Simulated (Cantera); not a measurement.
Input: 1 mol HMDSO, 0.077 mol O₃, 4.3 mol N₂, held at 1.70 mbar.

Cantera equilibrium calculation (NASA polynomials, part measured and part estimated; ideal gas, pure solids and liquids). Candidate condensed phases: C, C₆H₆, C₇H₈, C₈H₁₈, H₂O, Si, SiC, SiO₂, Si₂N₂O, Si₃N₄; 151 gas species. The feed counts by its element totals alone. N₂ is the only nitrogen source here; it is nearly inert below about 1500 K, so the nitride shown seldom forms there in practice. Kinetics and transport are ignored.

Q: Which condensed phases are stable at each of these points (T (K)): 1150, 1250, 1350, 1450, 1550, 1650, 1750, 1850, 1950, 2050?

A: 
```
T (K)         condensed phases  Si condensed (%)
-----  -----------------------  ----------------
1150   C(graphite) + Si₂N₂O(s)             100.0
1250   C(graphite) + Si₂N₂O(s)             100.0
1350   C(graphite) + Si₂N₂O(s)             100.0
1450      C(graphite) + SiC(s)              99.9
1550      C(graphite) + SiC(s)              99.9
1650      C(graphite) + SiC(s)              99.8
1750      C(graphite) + SiC(s)              99.7
1850      C(graphite) + SiC(s)              99.5
1950      C(graphite) + SiC(s)              99.0
2050      C(graphite) + SiC(s)              96.8
```

From 1150 K to 1350 K the condensed part is C(graphite) + Si₂N₂O(s). From 1450 K to 2050 K the condensed part is C(graphite) + SiC(s).
